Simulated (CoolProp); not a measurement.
A simple Rankine cycle with water: condensing at 333.15 K, boiler at 3.34 MPa, turbine inlet 528 K, turbine efficiency 0.75, pump efficiency 0.7, no recuperator. Each further row changes one setting.

The numbers come from the reference Helmholtz-energy equation of state, Wagner 2002 in CoolProp.

| case | thermal efficiency (%) | net work (kJ/kg) | heat in (kJ/kg) | turbine exit temperature (K) | volume ratio over the turbine |
|---|---|---|---|---|---|
| as stated | 22.9 | [?] | 2600 | 333.1 | [?] |
| turbine inlet 548 K | 23.1 | 613 | 2660 | 333.1 | 98.8 |
| condensing temperature 325.15 K | 23.9 | [?] | [?] | 325.2 | [?] |
| boiler pressure 2.34 MPa | 21.7 | 573 | [?] | 333.1 | 70.9 |
| turbine efficiency 0.65 | [?] | [?] | 2600 | 333.1 | 107 |

Question: Complete the blanks.

Answer: 
- as stated, net work (kJ/kg): 596
- as stated, volume ratio over the turbine: 103
- condensing temperature 325.15 K, net work (kJ/kg): 628
- condensing temperature 325.15 K, heat in (kJ/kg): 2630
- condensing temperature 325.15 K, volume ratio over the turbine: 146
- boiler pressure 2.34 MPa, heat in (kJ/kg): 2650
- turbine efficiency 0.65, thermal efficiency (%): 19.8
- turbine efficiency 0.65, net work (kJ/kg): 516

The expansion ends wet for: as stated; turbine inlet 548 K; condensing temperature 325.15 K; boiler pressure 2.34 MPa; turbine efficiency 0.65.
